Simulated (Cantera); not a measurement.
What does this Cantera script print?

```python
import numpy as np
import cantera as ct

gas = ct.Solution("SiF4_NH3_mec.yaml", "gas")
gas.TPX = 2175, 43000, {'NH3': 1, 'H2': 0.44}
inlet = ct.Reservoir(gas, clone=True)

reactor = ct.IdealGasConstPressureReactor(gas, energy="off", clone=False)
exhaust = ct.Reservoir(gas, clone=True)
tau = [22, 9, 3.7, 1.5, 0.62, 0.26, 0.1, 0.043, 0.018, 0.0072, 0.003][0]
for a, b in ((inlet, reactor), (reactor, exhaust)):
    ct.MassFlowController(a, b, mdot=lambda t: reactor.mass / tau)
net = ct.ReactorNet([reactor])
show = ['NH3', 'H2', 'N', 'N2H2', 'N2', 'H']

rows = []
print(f"{'tau/s':>10s}{'T/K':>9s}" + "".join(f"{s:>11s}" for s in show))
for tau in [22, 9, 3.7, 1.5, 0.62, 0.26, 0.1, 0.043, 0.018, 0.0072, 0.003]:
    net.initial_time = 0.0
    net.advance(30 * tau)
    before = gas.X
    net.advance(40 * tau)
    drift = np.max(np.abs(gas.X - before) / (gas.X + 1e-9))
    rows.append([gas.T, *gas[show].X, drift])
    print(f"{tau:10.3e}{gas.T:9.1f}" + "".join(f"{x:11.3e}" for x in gas[show].X))
```

Output:

```
     tau/s      T/K        NH3         H2          N       N2H2         N2          H
 2.200e+01   2175.0  5.466e-04  7.889e-01  1.527e-06  1.693e-09  2.041e-01  6.491e-03
 9.000e+00   2175.0  9.093e-04  7.888e-01  2.279e-06  4.249e-09  2.040e-01  6.264e-03
 3.700e+00   2175.0  1.645e-03  7.887e-01  3.179e-06  1.100e-08  2.038e-01  5.748e-03
 1.500e+00   2175.0  3.664e-03  7.883e-01  3.800e-06  3.101e-08  2.033e-01  4.675e-03
 6.200e-01   2175.0  1.013e-02  7.849e-01  3.638e-06  8.998e-08  2.015e-01  3.278e-03
 2.600e-01   2175.0  2.712e-02  7.738e-01  3.334e-06  2.433e-07  1.966e-01  2.272e-03
 1.000e-01   2175.0  7.007e-02  7.440e-01  3.159e-06  6.673e-07  1.839e-01  1.578e-03
 4.300e-02   2175.0  1.450e-01  6.914e-01  3.035e-06  1.502e-06  1.617e-01  1.151e-03
 1.800e-02   2175.0  2.682e-01  6.046e-01  2.865e-06  3.093e-06  1.252e-01  8.232e-04
 7.200e-03   2175.0  4.242e-01  4.946e-01  2.632e-06  5.497e-06  7.903e-02  5.813e-04
 3.000e-03   2175.0  5.489e-01  4.066e-01  2.400e-06  7.735e-06  4.211e-02  4.405e-04
```

Computed with Cantera and the gas-phase N/H chemistry of the illustrative SiF4/NH3 mechanism in the Surface Chemkin manual (1991). Walls and surfaces, which speed up NH3 decomposition in real reactors, are not modelled.
